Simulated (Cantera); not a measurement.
Charge: 1 mol CH₃F, 0.045 mol Si, at 3225 °C and 49.0 Pa.

Method: chemical equilibrium by Gibbs-energy minimisation in Cantera with the NASA 1993 tables (ideal gas, pure condensed phases). Candidate condensed phases: C, C₆H₆, C₇H₈, C₈H₁₈, Si, SiC; 113 gas species. The tables' values for SiF are old estimates; treat these amounts as uncertain. Rates play no part.

Base state: H 0.596, F 0.189, C 0.184, HF 0.0119, Si 0.00892, C₂ 0.00621, C₃ 0.00170, CF 0.00161 (mole fractions); condensed: gas only.

Q: What changes in the equilibrium state with this change: CH₃F replaced by c-C₄F₈?

A: 
```tsv
species	before	after
F	0.189	0.680
C	0.184	0.286
C₂	0.00621	0.0151
H	0.596	0
HF	0.0119	0
Si	0.00892	0.00356
H₂	0.000504	0
C₂H	3.78e-5	0
CH	2.03e-5	0
```
The feed counts by its element totals alone. The tables' values for SiF, SiF₂ are old estimates; treat these amounts as uncertain.

Q: What changes in the equilibrium state with this change: Si from 0.045 to 0.78 mol?

A: 
| species | before | after |
|---|---|---|
| H | 0.596 | 0.520 |
| F | 0.189 | 0.164 |
| C | 0.184 | 0.162 |
| Si | 0.00892 | 0.135 |
| HF | 0.0119 | 0.00899 |
| SiC | 4.47e-6 | 5.95e-5 |
| SiF | 0.000183 | 0.00240 |
| SiC₂ | 1.60e-5 | 0.000187 |
| SiF₂ | 7.32e-6 | 8.30e-5 |
| C₂H | 3.78e-5 | 2.56e-5 |
The tables' values for SiF, SiF₂ are old estimates; treat these amounts as uncertain.
